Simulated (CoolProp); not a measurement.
Vapour-liquid equilibrium of hexamethyldisiloxane (MM) (1) + toluene (2) at 37.7 kPa; x and y are mole fractions of (1).

Model: multi-fluid Helmholtz-energy mixture model, Thol 2016 and Lemmon 2006; pair parameters Bell 2016, in CoolProp.

Give the bubble temperature and the first vapour's composition at x = 0.05, 0.45, 0.75. Is there an azeotrope?

x = 0.05: 351.2 K, y = 0.082; x = 0.45: 345.6 K, y = 0.542; x = 0.75: 343.6 K, y = 0.783. No azeotrope shows between x = 0.05 and 0.95.

Pair parameters are fitted to limited data, so mixtures are less certain than the pure fluids.
